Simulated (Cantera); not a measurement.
**Ignition delay**

Mixture: CH₄ : C₂H₆ : O₂ : N₂ = 1 : 0.17 : 1.44 : 5.42 (molar parts), equivalence ratio 1.8, at 63000 Pa, adiabatic and at constant volume. Ignition delay is the time to a rise of 400 K.

Cantera simulation using GRI-Mech 3.0 (53 species, 325 reactions); the numbers are that mechanism's predictions, not measurements.

```tsv
T0 (K)	delay (ms)
1173	6.81
1248	2.80
1323	1.31
1398	0.655
1473	0.341
1548	0.187
1623	0.109
1698	0.0678
1773	0.0450
```

| Item | Value |
|---|---|
| apparent activation energy between 1623 and 1773 K | 140 kJ/mol |
